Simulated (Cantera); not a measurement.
A Cantera script and what it prints.

```python
import numpy as np
import cantera as ct

gas_names = """
    Ca CaF CaF2 CaO Ca2 F FO FO2 F2 F2O O O2 O3
""".split()
cond_names = """
    Ca(a) Ca(b) Ca(L) CaF2(a) CaF2(b) CaF2(L) CaO(s) CaO(L)
""".split()


def load(file, names, dense=False):
    # The tables refer to 1 bar. Condensed volumes are neglected.
    table = {s.name: s for s in ct.Species.list_from_file(file)}
    out = []
    for n in names:
        d = dict(table[n].input_data)
        d["thermo"] = dict(d["thermo"], **{"reference-pressure": 1e5})
        if dense:
            d["equation-of-state"] = {"model": "constant-volume", "density": "1e6 g/cm^3"}
        out.append(ct.Species.from_dict(d))
    return out


gas = ct.Solution(thermo="ideal-gas", species=load("nasa_gas.yaml", gas_names))
cond = {s.name: ct.Solution(thermo="fixed-stoichiometry", species=[s], name=s.name)
        for s in load("nasa_condensed.yaml", cond_names, dense=True)}
atoms = {
    'CaO': {'Ca': 1, 'O': 1},
    'F2': {'F': 2},
}
top_T = {}  # K; cautious upper limits of use, not melting points


def equilibrate(T, P, feed):
    n = {}
    for name, mol in feed.items():
        for a, k in atoms[name].items():
            n[a] = n.get(a, 0.0) + k * mol
    gas.TPX = T, P, n
    mass = sum(n.values()) * gas.mean_molecular_weight
    gas.equilibrate("TP")
    valid = [c for c in cond.values() if c.min_temp <= T <= top_T.get(c.name, c.max_temp)]
    mix = ct.Mixture([(gas, mass / gas.mean_molecular_weight)] + [(c, 0.0) for c in valid])
    mix.T, mix.P = T, P
    mix.equilibrate("TP", solver="vcs", rtol=1e-11, max_steps=5000)
    return mix


results = []
feed = {'CaO': 1, 'F2': 0.62}  # mol
P = 2.3  # Pa
for T in [600, 700, 800, 900, 1000, 1100, 1200, 1300, 1400, 1500, 1600, 1700, 1800, 1900]:
    mix = equilibrate(T, P, feed)
    results.append((T, P, feed, dict(zip(mix.species_names, mix.species_moles))))

top = {s: max(r[3][s] / sum(r[3][g] for g in gas_names) for r in results) for s in gas_names}
cols = sorted((s for s in top if top[s] > 1e-06), key=lambda s: -top[s])[:7]
seen = [c for c in cond_names if any(r[3].get(c, 0) > 1e-12 for r in results)]
print("log10 of partial pressures in bar; condensed amounts in mol")
print(f"{'T/K':>10s}" + "".join(f"{s[:9]:>10s}" for s in cols + seen))
for T, P, feed, n in results:
    ng = sum(n[g] for g in gas_names)
    print(f"{T:10.4g}" + "".join(f"{np.log10(max(n[s] / ng * P / 1e5, 1e-99)):10.3f}" for s in cols)
          + "".join(f"{n.get(c, 0):10.4g}" for c in seen))
```

It prints:

```
log10 of partial pressures in bar; condensed amounts in mol
       T/K        O2      CaF2         O       CaF         F        Ca       CaO   CaF2(a)   CaF2(b)    CaO(s)
       600    -4.638   -27.908   -20.889   -44.460   -28.953   -57.098   -49.756      0.62         0      0.38
       700    -4.638   -22.509   -17.765   -36.350   -24.289   -47.039   -41.368      0.62         0      0.38
       800    -4.638   -18.482   -15.417   -30.287   -20.792   -39.509   -35.092      0.62         0      0.38
       900    -4.638   -15.370   -13.588   -25.588   -18.074   -33.662   -30.222      0.62         0      0.38
      1000    -4.638   -12.897   -12.123   -21.843   -15.902   -28.993   -26.335      0.62         0      0.38
      1100    -4.638   -10.890   -10.922   -18.792   -14.128   -25.181   -23.163      0.62         0      0.38
      1200    -4.638    -9.232    -9.920   -16.259   -12.652   -22.010   -20.526      0.62         0      0.38
      1300    -4.639    -7.841    -9.072   -14.127   -11.406   -19.333   -18.301    0.6198         0      0.38
      1400    -4.642    -6.662    -8.345   -12.306   -10.342   -17.041   -16.398     0.617         0      0.38
      1500    -4.682    -5.661    -7.733   -10.733    -9.437   -15.040   -14.754         0    0.5875      0.38
      1600    -5.117    -4.815    -7.397    -9.273    -8.758   -13.094   -13.318         0         0      0.38
      1700    -5.120    -4.816    -6.910    -8.456    -8.434   -11.570   -12.054         0         0      0.38
      1800    -5.128    -4.818    -6.479    -7.731    -8.147   -10.215   -10.933         0         0    0.3798
      1900    -5.147    -4.825    -6.099    -7.083    -7.894    -9.001    -9.932         0         0    0.3785
```

Cantera equilibrium calculation (NASA polynomials, part measured and part estimated; ideal gas, pure solids and liquids). Mutual solubility and eutectic melting of coexisting phases are not modelled.
